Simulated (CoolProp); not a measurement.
Values from CoolProp's reference Helmholtz-energy equation of state, Thol 2014.

Problem. Give the vapour pressure (bar), liquid density (kg/m³), vapour Z of saturated chloromethane (R40) at 278.1 K.

Solution. 
```csv
T (K),p (bar),liquid density (kg/m³),vapour Z
278.1,3.08,951,0.927
```
